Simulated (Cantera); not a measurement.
**Adiabatic ignition**

An adiabatic, constant-volume homogeneous reactor starts with H2 : O2 : N2 : H2O = 1 : 0.455 : 1.71 : 0.12 (molar parts), equivalence ratio 1.1, at 1200 K and 1.01 bar.

Computed with Cantera and the H2/O2 subset of GRI-Mech 3.0, which has no nitrogen chemistry.

```tsv
t (s)	T (K)	P (bar)	x H2	x O2	x H	x HO2	x O
2.00e-6	1200	1.01	0.304	0.139	6.79e-9	6.44e-9	6.64e-10
4.86e-6	1200	1.01	0.304	0.139	2.75e-8	1.88e-8	3.15e-9
1.18e-5	1200	1.01	0.304	0.139	3.12e-7	1.14e-7	3.72e-8
2.87e-5	1200	1.01	0.304	0.138	7.07e-5	1.77e-5	8.46e-6
6.97e-5	2646	2.05	0.0707	0.0160	0.0350	8.88e-6	0.0103
0.000169	2914	2.21	0.0628	0.0110	0.0205	8.20e-6	0.00593
0.000412	2914	2.21	0.0628	0.0110	0.0204	8.20e-6	0.00592
0.00100	2914	2.21	0.0628	0.0110	0.0204	8.20e-6	0.00592
0.00243	2914	2.21	0.0628	0.0110	0.0204	8.20e-6	0.00592
0.00590	2914	2.21	0.0628	0.0110	0.0204	8.20e-6	0.00592
0.0143	2914	2.21	0.0628	0.0110	0.0204	8.20e-6	0.00592
0.0349	2914	2.21	0.0628	0.0110	0.0204	8.20e-6	0.00592
0.0847	2914	2.21	0.0628	0.0110	0.0204	8.20e-6	0.00592
0.206	2914	2.21	0.0628	0.0110	0.0204	8.20e-6	0.00592
0.500	2914	2.21	0.0628	0.0110	0.0204	8.20e-6	0.00592
```
x: mole fraction; the columns are a selection and need not sum to one.

| Quantity | Result |
|---|---|
| time of steepest temperature rise | 47.8 µs |
| temperature at 0.500 s | 2914 K |
| equilibrium temperature | 2914 K |
| x(H2) at 0.500 s | 0.0628 (gas-phase equilibrium 0.0628) |
| x(O2) at 0.500 s | 0.0110 (gas-phase equilibrium 0.0110) |
| x(H) at 0.500 s | 0.0204 (gas-phase equilibrium 0.0204) |
